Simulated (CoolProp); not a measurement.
Values from CoolProp's reference Helmholtz-energy equation of state, Guder 2009.

Q: For sulfur hexafluoride, give the phase and the cp (kJ/(kg K)), cv (kJ/(kg K)), speed of sound (m/s), Joule-Thomson coefficient (K/MPa) at 314.8 K and 3.99 MPa; 339.4 K and 3.99 MPa.

A: 
- 314.8 K and 3.99 MPa: liquid; cp 1.71, cv 0.719, speed of sound 144, Joule-Thomson coefficient 2.48
- 339.4 K and 3.99 MPa: supercritical; cp 1.16, cv 0.729, speed of sound 101, Joule-Thomson coefficient 9.82
